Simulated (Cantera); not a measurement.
# Thermodynamics of carbon deposition, reforming and gasification, feed acetone + H2O

Charge: 1 mol acetone, 0.68 mol H2O, at 2250 K.

Cantera equilibrium calculation (NASA polynomials, part measured and part estimated; ideal gas, pure solids and liquids). Candidate condensed phases: C, C6H6, C7H8, C8H18, H2O; 110 gas species. The feed counts by its element totals alone. The ideal-gas law is rough above about 30 bar. The numbers say what is thermodynamically allowed, not how fast it happens.

From 0.0750 Torr to 75000 Torr the condensed part is C(graphite). The main C-bearing gas is CO throughout. The share of C in condensed phases is highest at 0.0750 Torr (43.4 %) and lowest at 75000 Torr (41.4 %).

| P (Pa) | log p H2 | log p H | log p CO | log p CH4 | log p C2H2 (acetylene) | log p H2O | n C(graphite) |
|---|---|---|---|---|---|---|---|
| 10 | -4.49 | -4.37 | -4.61 | -12.60 | -6.96 | -13.41 | 1.30 |
| 46 | -3.65 | -3.96 | -3.90 | -10.93 | -6.13 | -11.86 | 1.30 |
| 220 | -2.89 | -3.58 | -3.19 | -9.41 | -5.37 | -10.39 | 1.30 |
| 1000 | -2.20 | -3.23 | -2.52 | -8.02 | -4.67 | -9.03 | 1.30 |
| 4600 | -1.52 | -2.89 | -1.85 | -6.66 | -3.99 | -7.68 | 1.30 |
| 22000 | -0.83 | -2.54 | -1.16 | -5.28 | -3.30 | -6.31 | 1.30 |
| 100000 | -0.17 | -2.21 | -0.51 | -3.96 | -2.64 | -4.99 | 1.29 |
| 460000 | 0.50 | -1.88 | 0.16 | -2.63 | -1.98 | -3.66 | 1.29 |
| 2200000 | 1.17 | -1.54 | 0.84 | -1.28 | -1.30 | -2.30 | 1.28 |
| 10000000 | 1.83 | -1.22 | 1.50 | 0.02 | -0.65 | -0.99 | 1.24 |
log p: log10 of the partial pressure in bar; n: condensed amount in mol.
